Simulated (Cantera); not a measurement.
# Thermodynamics of carbon deposition, reforming and gasification, feed C2H4 + H2

A closed system holds: 1 mol C2H4, 0.45 mol H2, at 440000 Pa.

Method: chemical equilibrium by Gibbs-energy minimisation in Cantera with the NASA 1993 tables (ideal gas, pure condensed phases). Candidate condensed phases: C, C6H6, C7H8, C8H18; 76 gas species. Rates play no part.

From 1425 °C to 2475 °C the condensed part is C(graphite). The main C-bearing gas is CH4 at 1425 °C and C2H2 (acetylene) at 2475 °C.

| T (°C) | log p H2 | log p H | log p C2H2 (acetylene) | log p CH4 | log p C4H2 | log p CH3 | log p C2H | n C(graphite) |
|---|---|---|---|---|---|---|---|---|
| 1425 | 0.64 | -3.52 | -3.50 | -1.67 | -8.05 | -4.53 | -9.92 | 1.99 |
| 1575 | 0.64 | -2.95 | -2.95 | -1.90 | -6.94 | -4.19 | -8.52 | 1.99 |
| 1725 | 0.64 | -2.47 | -2.48 | -2.09 | -5.99 | -3.91 | -7.32 | 1.99 |
| 1875 | 0.64 | -2.06 | -2.08 | -2.25 | -5.19 | -3.66 | -6.30 | 1.99 |
| 2025 | 0.64 | -1.70 | -1.73 | -2.39 | -4.49 | -3.45 | -5.42 | 1.98 |
| 2175 | 0.64 | -1.38 | -1.43 | -2.52 | -3.88 | -3.27 | -4.64 | 1.96 |
| 2325 | 0.63 | -1.11 | -1.17 | -2.63 | -3.34 | -3.12 | -3.96 | 1.92 |
| 2475 | 0.62 | -0.86 | -0.94 | -2.75 | -2.87 | -2.99 | -3.35 | 1.86 |
log p: log10 of the partial pressure in bar; n: condensed amount in mol.
